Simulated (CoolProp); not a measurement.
Vapour-liquid equilibrium of cyclohexane (1) + benzene (2) at 307.7 K; x and y are mole fractions of (1).

Values from CoolProp's multi-fluid Helmholtz-energy mixture model, Zhou 2014 and Thol 2012; pair parameters Bell 2016.

| x | bubble pressure (MPa) | y at the bubble point | dew pressure at overall composition x (MPa) | liquid density (mol/L) |
|---|---|---|---|---|
| 0.05 | 0.02004 | 0.078 | 0.01981 | 10.93 |
| 0.2 | 0.02127 | 0.252 | 0.02094 | 10.58 |
| 0.35 | 0.02186 | 0.382 | 0.02175 | 10.25 |
| 0.5 | 0.02202 | 0.497 | 0.02202 | 9.952 |
| 0.65 | 0.02181 | 0.617 | 0.02170 | 9.672 |
| 0.8 | 0.02122 | 0.755 | 0.02097 | 9.411 |
| 0.95 | 0.02017 | 0.929 | 0.02004 | 9.166 |

y crosses x between x = 0.35 and 0.5: the model has an azeotrope there.

Pair parameters are fitted to limited data, so mixtures are less certain than the pure fluids.
